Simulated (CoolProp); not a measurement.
Vapour-liquid equilibrium of R125 (1) + R227EA (2) at 541 kPa; x and y are mole fractions of (1).

Model: multi-fluid Helmholtz-energy mixture model, Lemmon 2005 and Lemmon 2016; pair parameters Bell 2016, in CoolProp.

Q: Give the bubble temperature and the first vapour's composition at x = 0.2, 0.5, 0.95. Is there an azeotrope?

A: x = 0.2: 293.4 K, y = 0.389; x = 0.5: 280.9 K, y = 0.733; x = 0.95: 267.7 K, y = 0.982. No azeotrope shows between x = 0.05 and 0.95.

The pair parameters rest on a limited set of measurements; away from them the model extrapolates.
